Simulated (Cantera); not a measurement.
What does this Cantera script print?

```python
import numpy as np
import cantera as ct

gas_names = """
    H HO2 H2 H2O H2O2 O OH O2 O3 Pb PbO Pb2
""".split()
cond_names = """
    H2O(s) H2O(L) Pb(cr) Pb(L) PbO(rd) PbO(yw) PbO(L) PbO2(s) Pb3O4(s)
""".split()


# ... load() reads the species with a 1 bar reference pressure and builds the phases ...
atoms = {
    'Pb': {'Pb': 1},
    'H2O': {'H': 2, 'O': 1},
    'H2': {'H': 2},
}
top_T = {'Pb3O4(s)': 820}  # K; cautious upper limits of use, not melting points


# ... equilibrate(T, P, feed) seeds the gas with the atoms and calls Mixture.equilibrate('TP', solver="vcs", rtol=1e-11, max_steps=5000) ...
results = []
feed = {'Pb': 1, 'H2O': 2.4, 'H2': 2.1}  # mol
P = 13332.2  # Pa
for T in [798, 898, 998, 1098, 1198, 1298, 1398, 1498, 1598, 1698]:
    mix = equilibrate(T, P, feed)
    results.append((T, P, feed, dict(zip(mix.species_names, mix.species_moles))))

top = {s: max(r[3][s] / sum(r[3][g] for g in gas_names) for r in results) for s in gas_names}
cols = sorted((s for s in top if top[s] > 1e-05), key=lambda s: -top[s])[:7]
seen = [c for c in cond_names if any(r[3].get(c, 0) > 1e-12 for r in results)]
print("log10 of partial pressures in bar; condensed amounts in mol")
print(f"{'T/K':>10s}" + "".join(f"{s[:9]:>10s}" for s in cols + seen))
for T, P, feed, n in results:
    ng = sum(n[g] for g in gas_names)
    print(f"{T:10.4g}" + "".join(f"{np.log10(max(n[s] / ng * P / 1e5, 1e-99)):10.3f}" for s in cols)
          + "".join(f"{n.get(c, 0):10.4g}" for c in seen))
```

It prints:

```
log10 of partial pressures in bar; condensed amounts in mol
       T/K       H2O        H2        Pb       PbO         H       Pb2        OH     Pb(L)
       798    -1.148    -1.206    -7.242   -14.347   -12.177   -14.404   -15.624         1
       898    -1.148    -1.206    -5.888   -12.110   -10.564   -12.130   -13.542         1
       998    -1.148    -1.206    -4.810   -10.322    -9.270   -10.325   -11.874    0.9995
      1098    -1.148    -1.206    -3.933    -8.862    -8.210    -8.857   -10.508    0.9961
      1198    -1.150    -1.208    -3.205    -7.647    -7.325    -7.643    -9.369    0.9788
      1298    -1.157    -1.215    -2.592    -6.621    -6.577    -6.621    -8.407     0.912
      1398    -1.177    -1.235    -2.069    -5.743    -5.942    -5.751    -7.590    0.6925
      1498    -1.235    -1.293    -1.618    -4.984    -5.411    -5.002    -6.901  0.006369
      1598    -1.235    -1.293    -1.616    -4.712    -4.920    -5.132    -6.272         0
      1698    -1.236    -1.293    -1.616    -4.474    -4.486    -5.252    -5.718         0
```

These are equilibrium values from Cantera (NASA tables, ideal gas, pure condensed phases), not measurements of a reactor.
